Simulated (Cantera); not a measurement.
A perfectly stirred reactor is fed with CH4 : N2 = 1 : 16 (molar parts), at 0.0148 atm; it is held at 1875 K, and followed from long to short residence time.

Cantera simulation using GRI-Mech 3.0 (53 species, 325 reactions); the numbers are that mechanism's predictions, not measurements. GRI-Mech 3.0 stops at C3 and has no aromatics, soot or wall deposition, so with more carbon than oxygen in the feed, carbon stays in small species such as C2H2 where larger ones or solid carbon would form. Radical loss at walls, strong at low pressure, is not modelled.

x: mole fraction; the columns are a selection and need not sum to one.

```json
[
 {"τ (s)": "0.46", "x CH4": "0.00823", "x C2H6": "?", "x C2H": "1.32e-6", "x H": "0.000336", "x C2H2": "0.0234", "x H2": "0.0706", "x HCN": "4.28e-5"},
 {"τ (s)": "0.16", "x CH4": "0.0158", "x C2H6": "?", "x C2H": "9.34e-7", "x H": "0.000242", "x C2H2": "0.0193", "x H2": "0.0593", "x HCN": "1.33e-5"},
 {"τ (s)": "0.055", "x CH4": "0.0280", "x C2H6": "?", "x C2H": "5.48e-7", "x H": "0.000149", "x C2H2": "0.0127", "x H2": "0.0410", "x HCN": "3.23e-6"},
 {"τ (s)": "0.019", "x CH4": "0.0440", "x C2H6": "?", "x C2H": "1.87e-7", "x H": "6.15e-5", "x C2H2": "0.00454", "x H2": "0.0177", "x HCN": "4.00e-7"},
 {"τ (s)": "0.0065", "x CH4": "0.0557", "x C2H6": "?", "x C2H": "1.88e-8", "x H": "1.24e-5", "x C2H2": "0.000353", "x H2": "0.00270", "x HCN": "1.16e-8"},
 {"τ (s)": "0.0023", "x CH4": "0.0582", "x C2H6": "?", "x C2H": "7.45e-10", "x H": "3.79e-6", "x C2H2": "8.26e-6", "x H2": "0.000348", "x HCN": "3.70e-10"},
 {"τ (s)": "0.00078", "x CH4": "0.0586", "x C2H6": "?", "x C2H": "7.12e-12", "x H": "2.74e-6", "x C2H2": "1.17e-7", "x H2": "8.68e-5", "x HCN": "2.09e-11"},
 {"τ (s)": "0.00027", "x CH4": "0.0588", "x C2H6": "?", "x C2H": "<1e-12", "x H": "2.49e-6", "x C2H2": "1.56e-9", "x H2": "2.74e-5", "x HCN": "1.53e-12"}
]
```

Some entries are withheld; supply them.


- 0.46, x C2H6: 6.62e-7
- 0.16, x C2H6: 1.67e-6
- 0.055, x C2H6: 3.33e-6
- 0.019, x C2H6: 3.99e-6
- 0.0065, x C2H6: 1.54e-6
- 0.0023, x C2H6: 2.24e-7
- 0.00078, x C2H6: 2.20e-8
- 0.00027, x C2H6: 1.74e-9
